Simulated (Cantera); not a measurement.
Charge: 1 mol C2H5OH, 0.29 mol NH3, at 1350 °C and 10.0 mbar.

Equilibrium computed with Cantera from the NASA thermochemical tables; the gas is ideal and each condensed phase is pure. Candidate condensed phases: C, C6H6, C7H8, C8H18, H2O; 136 gas species. The numbers say what is thermodynamically allowed, not how fast it happens.

**Question.** What is the equilibrium state?

**Answer.** 
| Property | Result |
|---|---|
| x(H2) | 0.749 |
| x(CO) | 0.218 |
| x(N2) | 0.0315 |
| x(H) | 0.000598 |
| x(HCN) | 0.000362 |
| x(C2H2 (acetylene)) | 2.61e-5 |
| x(HNC) | 8.82e-6 |
| x(CH4) | 8.32e-6 |
| x(H2O) | 1.24e-6 |
| n(C(graphite)) | 0.998 mol |
| gas amount | 4.581 mol |
